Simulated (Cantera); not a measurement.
Feed: 1 mol PbCl2, 7.5 mol H2, 200 mol N2, held at 750 Torr.

Method: chemical equilibrium by Gibbs-energy minimisation in Cantera with the NASA 1993 tables (ideal gas, pure condensed phases). Candidate condensed phases: NH4Cl, Pb, PbCl2; 17 gas species. The numbers say what is thermodynamically allowed, not how fast it happens.

Task: What share of the Pb ends up in condensed phases as a function of T (K), at 725, 825, 925, 1025, 1125, 1225, 1325, 1425, 1525, 1625, 1725, 1825, 1925?

Result: 
| T (K) | Pb condensed (%) | as |
|---|---|---|
| 725 | 87.7 | Pb(l) + PbCl2(s) |
| 825 | 73.9 | Pb(l) |
| 925 | 77.1 | Pb(l) |
| 1025 | 71.7 | Pb(l) |
| 1125 | 56.6 | Pb(l) |
| 1225 | 21.3 | Pb(l) |
| 1325 | 0.0 | - |
| 1425 | 0.0 | - |
| 1525 | 0.0 | - |
| 1625 | 0.0 | - |
| 1725 | 0.0 | - |
| 1825 | 0.0 | - |
| 1925 | 0.0 | - |
